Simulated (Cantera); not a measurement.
A perfectly stirred reactor is fed with 17.4 % H₂, 17.4 % O₂, 65.3 % N₂, at 5.00 bar; it is adiabatic with a 500 K inlet, and is followed from long to short residence time, starting on the burning branch (τ in s: 0.15, 0.042, 0.012, 0.0032, 0.00089, 0.00025, 6.8e-05, 1.9e-05, 5.2e-06).

Computed with Cantera and GRI-Mech 3.0 (53 species, 325 reactions). The hydrogen kinetics of GRI-Mech 3.0 are dated; newer H2 mechanisms differ, most at raised pressure.

**Question.** Predict: blow-out, bracketed by the residence times tried; x(H₂) at τ = 0.150 s; x(O₂) at τ = 0.150 s; x(N₂O) at τ = 0.150 s; x(OH) at τ = 0.150 s; x(O) at τ = 0.150 s; x(H₂) at τ = 0.890 ms; x(O₂) at τ = 0.890 ms; x(N₂O) at τ = 0.890 ms; x(OH) at τ = 0.890 ms; x(O) at τ = 0.890 ms.

**Answer.** 
```json
{
 "blow_out_bracketed_by_the_residence_times_tried": "burning at 5.20 µs, the shortest tried",
 "x(H₂) at τ = 0.150 s": "3.46e-5",
 "x(O₂) at τ = 0.150 s": "0.0949",
 "x(N₂O) at τ = 0.150 s": "4.49e-7",
 "x(OH) at τ = 0.150 s": "0.000655",
 "x(O) at τ = 0.150 s": "2.60e-5",
 "x(H₂) at τ = 0.890 ms": "0.000843",
 "x(O₂) at τ = 0.890 ms": "0.0945",
 "x(N₂O) at τ = 0.890 ms": "2.19e-6",
 "x(OH) at τ = 0.890 ms": "0.00243",
 "x(O) at τ = 0.890 ms": "0.000413"
}
```
